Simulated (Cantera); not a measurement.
Input (Python, Cantera):

```python
import numpy as np
import cantera as ct

gas = ct.Solution("gri30.yaml")
gas.TPX = 1225, 101325, {'CH2O': 0.014, 'O2': 0.028, 'N2': 1}
inlet = ct.Reservoir(gas, clone=True)

reactor = ct.IdealGasConstPressureReactor(gas, energy="off", clone=False)
exhaust = ct.Reservoir(gas, clone=True)
tau = [2.4, 0.85, 0.3, 0.11, 0.037, 0.013, 0.0046, 0.0016, 0.00057, 0.0002][0]
for a, b in ((inlet, reactor), (reactor, exhaust)):
    ct.MassFlowController(a, b, mdot=lambda t: reactor.mass / tau)
net = ct.ReactorNet([reactor])
show = ['CH2O', 'O2', 'NO', 'C2H', 'H2O', 'CO']

rows = []
print(f"{'tau/s':>10s}{'T/K':>9s}" + "".join(f"{s:>11s}" for s in show))
for tau in [2.4, 0.85, 0.3, 0.11, 0.037, 0.013, 0.0046, 0.0016, 0.00057, 0.0002]:
    net.initial_time = 0.0
    net.advance(30 * tau)
    before = gas.X
    net.advance(40 * tau)
    drift = np.max(np.abs(gas.X - before) / (gas.X + 1e-9))
    rows.append([gas.T, *gas[show].X, drift])
    print(f"{tau:10.3e}{gas.T:9.1f}" + "".join(f"{x:11.3e}" for x in gas[show].X))
```

Result:

```
     tau/s      T/K       CH2O         O2         NO        C2H        H2O         CO
 2.400e+00   1225.0  1.555e-06  1.349e-02  4.084e-07  8.600e-29  1.342e-02  1.151e-04
 8.500e-01   1225.0  3.004e-06  1.355e-02  3.015e-07  2.170e-27  1.341e-02  2.341e-04
 3.000e-01   1225.0  5.605e-06  1.366e-02  2.098e-07  5.570e-26  1.339e-02  4.661e-04
 1.100e-01   1225.0  9.887e-06  1.387e-02  1.518e-07  1.225e-24  1.335e-02  8.791e-04
 3.700e-02   1225.0  1.801e-05  1.429e-02  1.200e-07  3.124e-23  1.327e-02  1.692e-03
 1.300e-02   1225.0  3.323e-05  1.502e-02  1.005e-07  5.468e-22  1.311e-02  3.078e-03
 4.600e-03   1225.0  2.060e-03  2.192e-02  1.235e-11  4.690e-22  8.160e-03  1.029e-02
 1.600e-03   1225.0  4.446e-03  2.311e-02  1.684e-12  4.078e-22  6.055e-03  8.526e-03
 5.700e-04   1225.0  8.318e-03  2.460e-02  2.052e-13  1.032e-22  3.140e-03  4.986e-03
 2.000e-04   1225.0  1.262e-02  2.642e-02  6.500e-15  2.843e-25  3.741e-04  8.032e-04
```

Cantera simulation using GRI-Mech 3.0 (53 species, 325 reactions); the numbers are that mechanism's predictions, not measurements.
